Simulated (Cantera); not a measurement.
Input: 1 mol Mg(OH)₂, 0.076 mol H₂, 1.6 mol O₂, equilibrated at 1.00 Torr.

Equilibrium computed with Cantera from the NASA thermochemical tables; the gas is ideal and each condensed phase is pure. Candidate condensed phases: H₂O, Mg, MgO, Mg(OH)₂; 15 gas species. The numbers say what is thermodynamically allowed, not how fast it happens.

**Question.** At 1923 K, list the 6 most abundant gas species with their mole fractions, and the condensed phases.

**Answer.** O₂ 0.579, H₂O 0.392, OH 0.0185, O 0.00754, H₂ 0.00222, H 0.00122. Condensed: MgO(s).
